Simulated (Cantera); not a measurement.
Input: 1 mol SiH2Cl2, 52 mol H2, equilibrated at 1548 K and 750 Torr.

Method: chemical equilibrium by Gibbs-energy minimisation in Cantera with the NASA 1993 tables (ideal gas, pure condensed phases). Candidate condensed phases: Si; 19 gas species. The tables' values for SiCl3 are old estimates; treat these amounts as uncertain. Rates play no part.

### Question
What is the equilibrium state?

### Answer
- x(H2): 0.967
- x(HCl): 0.0298
- x(SiCl2): 0.00306
- x(SiCl3): 0.000172
- x(SiHCl3): 0.000107
- x(SiH2Cl2): 6.88e-5
- x(H): 3.03e-5
- x(SiCl4): 2.69e-5
- x(SiH3Cl): 1.31e-5
- n(Si(s)): 0.814 mol
- gas amount: 53.98 mol
